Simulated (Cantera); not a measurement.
Input (Python, Cantera):

```python
import numpy as np
import cantera as ct

gas = ct.Solution("gri30.yaml")
gas.TPX = 373, 500000, {'CO': 1, 'H2': 0.19, 'O2': 0.496, 'N2': 1.54}
flame = ct.FreeFlame(gas, width=0.013)
flame.set_refine_criteria(ratio=3, slope=0.08, curve=0.16)
flame.transport_model = "mixture-averaged"
flame.solve(loglevel=0, auto=True)
z, T = flame.grid, flame.T
thick = (T[-1] - T[0]) / np.gradient(T, z).max()
show = ['CO', 'H2', 'O2', 'NO', 'H', 'NO2']
print(f"laminar burning velocity  {flame.velocity[0] * 100:.3f} cm/s")
print(f"burnt temperature         {T[-1]:.1f} K")
print(f"thermal thickness         {thick * 1e3:.4f} mm")
print(f"grid points               {len(z)}")
z0 = z[flame.heat_release_rate.argmax()]
print(f"{'z/mm':>9s}{'T/K':>9s}{'u/(m/s)':>9s}" + "".join(f"{s:>11s}" for s in show))
rows = []
for k in (-3, -2, -1.5, -1, -0.5, -0.25, 0, 0.25, 0.5, 1, 2, 4, 8):
    zz = z0 + k * thick
    rows.append([k * thick, np.interp(zz, z, T), np.interp(zz, z, flame.velocity),
                 *(np.interp(zz, z, flame.X[gas.species_index(s)]) for s in show)])
    print(f"{rows[-1][0] * 1e3:9.3f}{rows[-1][1]:9.1f}{rows[-1][2]:9.3f}" + "".join(f"{x:11.3e}" for x in rows[-1][3:]))
```

Output:

```
laminar burning velocity  98.997 cm/s
burnt temperature         2614.2 K
thermal thickness         0.0847 mm
grid points               122
     z/mm      T/K  u/(m/s)         CO         H2         O2         NO          H        NO2
   -0.254    373.0    0.990  3.100e-01  5.884e-02  1.538e-01  8.135e-14  4.638e-18  6.636e-14
   -0.169    373.0    0.990  3.101e-01  5.846e-02  1.538e-01  4.881e-12  8.158e-16  5.339e-12
   -0.127    373.2    0.989  3.104e-01  5.771e-02  1.539e-01  3.473e-11  1.039e-14  4.309e-11
   -0.085    374.9    0.991  3.112e-01  5.503e-02  1.543e-01  6.053e-10  1.234e-12  9.560e-10
   -0.042    438.5    1.147  3.126e-01  4.334e-02  1.544e-01  5.085e-08  2.577e-08  7.674e-08
   -0.021    775.7    2.000  2.990e-01  2.995e-02  1.421e-01  1.115e-06  2.253e-04  1.144e-07
    0.000   1304.5    3.289  2.575e-01  1.540e-02  1.088e-01  5.623e-06  3.560e-03  2.001e-08
    0.021   1663.7    4.093  2.073e-01  6.952e-03  7.222e-02  1.526e-05  7.686e-03  2.624e-08
    0.042   1873.7    4.518  1.709e-01  5.326e-03  5.122e-02  2.747e-05  9.133e-03  3.377e-08
    0.085   2090.5    4.940  1.397e-01  5.415e-03  3.566e-02  4.995e-05  7.978e-03  4.541e-08
    0.169   2275.1    5.305  1.232e-01  4.882e-03  2.708e-02  8.621e-05  4.961e-03  6.715e-08
    0.339   2420.1    5.584  1.099e-01  4.096e-03  2.024e-02  1.520e-04  2.864e-03  1.011e-07
    0.678   2527.6    5.784  9.842e-02  3.485e-03  1.442e-02  2.756e-04  1.731e-03  1.455e-07
```

Model: GRI-Mech 3.0 (53 species, 325 reactions), integrated in Cantera. The hydrogen kinetics of GRI-Mech 3.0 are dated; newer H2 mechanisms differ, most at raised pressure. Burning velocities carry a grid error of a few per cent, more on coarse grids.
